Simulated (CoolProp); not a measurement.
A single-stage vapour-compression cycle with fluoroethane (R161): evaporating at 196.15 K (dew point), condensing at 243.15 K (bubble point), superheat 8 K, subcooling 5 K, compressor efficiency 0.6, no pressure losses. Each further row changes one setting.

Computed with CoolProp (reference Helmholtz-energy equation of state, Wu 2012).

```tsv
case	cooling COP	pressure ratio	discharge temperature (K)	refrigerating effect (kJ/kg)	volumetric capacity (kJ/m³)
as stated	2.10	13.1	361.2	391	120
evaporating temperature 201.15 K	2.47	9.34	346.4	396	167
condensing temperature 238.15 K	2.39	10.6	347.7	401	123
subcooling 10 K	2.15	13.1	361.2	401	123
superheat 18 K	2.06	13.1	373.7	401	117
compressor efficiency 0.5	1.75	13.1	386.4	391	120
```
